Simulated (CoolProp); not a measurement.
A Linde-Hampson liquefier for dry air: isothermal reversible compression at 250 K from 1 atm to 25 MPa, throttling to 1 atm, return gas leaving the recuperator 10 K below the feed. Each further row changes one setting.

Values from CoolProp's reference Helmholtz-energy equation of state, Lemmon 2000. It is a pseudo-pure fit of the blend.

```json
[
 {"case": "as stated", "liquid yield per pass": "0.131", "compression work (kJ/kg of gas)": "387"},
 {"case": "high pressure 50 MPa", "liquid yield per pass": "0.147", "compression work (kJ/kg of gas)": "444"},
 {"case": "warm-end temperature 280 K", "liquid yield per pass": "0.090", "compression work (kJ/kg of gas)": "440"},
 {"case": "warm-end gap 15 K", "liquid yield per pass": "0.119", "compression work (kJ/kg of gas)": "387"}
]
```
